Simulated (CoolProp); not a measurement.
Isobutene along the isobar 3.63 MPa: Z from the reference equation and from simpler models built on Tc = 418.1 K, pc = 4.016 MPa, ω = 0.193; each cubic takes its own stable root.

Computed with CoolProp (reference Helmholtz-energy equation of state, Lemmon 2005). It is a short technical equation, of lower accuracy than the large ones.

```csv
T (K),phase,reference
385.5,liquid,0.1389
403.8,liquid,0.1512
422.1,gas,0.5649
440.3,gas,0.6647
458.6,gas,0.7264
476.9,gas,0.7710
495.2,gas,0.8053
513.4,gas,0.8327
531.7,gas,0.8552
550,gas,0.8741
```

Task: How far does each simpler model (van der Waals, Peng-Robinson) lie from the reference over these 10 states: mean and median of the absolute difference, and the worst?

Result: 
- van der Waals: mean 14.0 %, median 2.2 %, worst +62.2 % at 403.8 K and 3.63 MPa
- Peng-Robinson: mean 2.3 %, median 1.6 %, worst +8.5 % at 403.8 K and 3.63 MPa
